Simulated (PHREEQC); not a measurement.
## Brine: an equilibrium model

Dissolve 1.3 mol CaCl2, 0.0078 mol H3BO3 and 0.00019 mol H4SiO4 per kg of water at 5 °C. Closed to the air; pH follows from the charge balance.

The numbers come from PHREEQC with the Pitzer model, pitzer.dat.

pH: 4.58
ionic strength: 3.90 mol/kgw
activity of water: 0.921
density: 1.114 g/cm³
osmotic coefficient: 1.163

| species | molality | activity | log γ |
|---|---|---|---|
| Cl- | 2.60 | 1.41 | -0.266 |
| Ca+2 | 1.30 | 0.928 | -0.147 |
| B(OH)3 | 0.00779 | 0.0125 | 0.206 |
| H4SiO4 | 0.000190 | 0.000353 | 0.269 |
| H+ | 1.18e-5 | 2.62e-5 | 0.346 |
| CaB(OH)4+ | 9.46e-6 | 1.05e-5 | 0.045 |
| B(OH)4- | 2.35e-6 | 2.53e-7 | -0.968 |
| B3O3(OH)4- | 9.27e-9 | 2.60e-9 | -0.552 |
| H3SiO4- | 5.93e-9 | 8.94e-10 | -0.822 |
| OH- | 1.09e-9 | 6.55e-11 | -1.222 |

No solid was allowed to form. Complexes and solids missing from the database can't appear. In brines, pH and single-ion activities rest on the MacInnes convention. Away from 25 °C the constants follow the database's enthalpies or fits; those with neither stay at their 25 °C values.
